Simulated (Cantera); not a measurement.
Mixture: 10.1 % CH₄, 14.5 % O₂, 75.4 % N₂, equivalence ratio 1.4, at 563 Torr, adiabatic and at constant pressure. Ignition delay is the time to a rise of 400 K.

Cantera simulation using GRI-Mech 3.0 (53 species, 325 reactions); the numbers are that mechanism's predictions, not measurements.

Problem. Predict: delay at 1050 K; delay at 1150 K; delay at 1250 K; delay at 1350 K; delay at 1450 K; delay at 1550 K; apparent activation energy between 1350 and 1550 K.

Solution. 
```
Property                                                 Value
--------------------------------------------------  ----------
delay at 1050 K                                         1.01 s
delay at 1150 K                                        0.201 s
delay at 1250 K                                        47.0 ms
delay at 1350 K                                        12.5 ms
delay at 1450 K                                        3.78 ms
delay at 1550 K                                        1.32 ms
apparent activation energy between 1350 and 1550 K  200 kJ/mol
```
